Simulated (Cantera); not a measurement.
Gas mixture: 16.5 % CH3OH, 40.7 % CH4, 42.8 % CO, at 0.0270 bar, frozen composition.

Cantera's kinetic-theory transport with the Lennard-Jones parameters of GRI-Mech 3.0, ideal gas; thermal conductivity in the multicomponent form. Polar gases are described roughly by these parameters. The composition is frozen, though it would react at the higher temperatures.

D: mixture-averaged diffusion coefficient of that species in the mixture.

```tsv
T (K)	ρ (kg/m³)	cp (J/kg/K)	μ (µPa s)	λ (mW/m/K)	Pr	D (cm²/s) CO2	D (cm²/s) OH	D (cm²/s) H
400	0.0193	1578	17.3	38.6	0.709	…	19.0	70.1
600	0.0129	1916	23.7	63.7	0.713	…	38.3	143
800	0.00966	2222	29.3	91.0	0.715	…	62.4	235
1000	0.00773	2477	34.3	119	0.716	…	90.7	343
1200	0.00644	2680	38.9	145	0.716	…	123	466
1400	0.00552	2842	43.2	171	0.716	…	159	604
1600	0.00483	2972	47.2	196	0.716	…	199	754
```

Problem. What belongs in the gaps?

Solution. 
- 400, D (cm²/s) CO2: 9.67
- 600, D (cm²/s) CO2: 20.1
- 800, D (cm²/s) CO2: 33.3
- 1000, D (cm²/s) CO2: 48.9
- 1200, D (cm²/s) CO2: 66.7
- 1400, D (cm²/s) CO2: 86.5
- 1600, D (cm²/s) CO2: 108
